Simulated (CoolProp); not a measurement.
Properties of dimethyl ether along the isobar 18.6 MPa.

The numbers come from the reference Helmholtz-energy equation of state, Wu 2011 in CoolProp.

```json
[
 {"T (K)": "233.9", "phase": "liquid", "density (kg/m³)": "771.4", "cv (kJ/(kg K))": "1.484", "viscosity (µPa s)": "291"},
 {"T (K)": "251.5", "phase": "liquid", "density (kg/m³)": "750.4", "cv (kJ/(kg K))": "…", "viscosity (µPa s)": "232"},
 {"T (K)": "269.2", "phase": "liquid", "density (kg/m³)": "…", "cv (kJ/(kg K))": "1.511", "viscosity (µPa s)": "192"},
 {"T (K)": "286.8", "phase": "liquid", "density (kg/m³)": "706.5", "cv (kJ/(kg K))": "1.532", "viscosity (µPa s)": "164"},
 {"T (K)": "304.4", "phase": "liquid", "density (kg/m³)": "683.7", "cv (kJ/(kg K))": "1.559", "viscosity (µPa s)": "142"},
 {"T (K)": "322.1", "phase": "liquid", "density (kg/m³)": "659.8", "cv (kJ/(kg K))": "1.590", "viscosity (µPa s)": "125"},
 {"T (K)": "339.7", "phase": "liquid", "density (kg/m³)": "635.1", "cv (kJ/(kg K))": "1.625", "viscosity (µPa s)": "110"},
 {"T (K)": "357.3", "phase": "liquid", "density (kg/m³)": "…", "cv (kJ/(kg K))": "1.664", "viscosity (µPa s)": "97.1"},
 {"T (K)": "375", "phase": "liquid", "density (kg/m³)": "581.6", "cv (kJ/(kg K))": "1.707", "viscosity (µPa s)": "85.5"},
 {"T (K)": "392.6", "phase": "liquid", "density (kg/m³)": "552.5", "cv (kJ/(kg K))": "1.753", "viscosity (µPa s)": "…"},
 {"T (K)": "410.3", "phase": "supercritical", "density (kg/m³)": "521.0", "cv (kJ/(kg K))": "…", "viscosity (µPa s)": "65.3"},
 {"T (K)": "427.9", "phase": "supercritical", "density (kg/m³)": "487.4", "cv (kJ/(kg K))": "1.851", "viscosity (µPa s)": "56.6"},
 {"T (K)": "445.5", "phase": "supercritical", "density (kg/m³)": "…", "cv (kJ/(kg K))": "1.902", "viscosity (µPa s)": "49.0"},
 {"T (K)": "463.2", "phase": "supercritical", "density (kg/m³)": "413.5", "cv (kJ/(kg K))": "1.951", "viscosity (µPa s)": "42.7"}
]
```

Problem. What belongs in the gaps?

Solution. 
- 251.5, cv (kJ/(kg K)): 1.495
- 269.2, density (kg/m³): 728.7
- 357.3, density (kg/m³): 609.2
- 392.6, viscosity (µPa s): 75.0
- 410.3, cv (kJ/(kg K)): 1.801
- 445.5, density (kg/m³): 451.4

Viscosity comes from a separate model (Meng 2012).
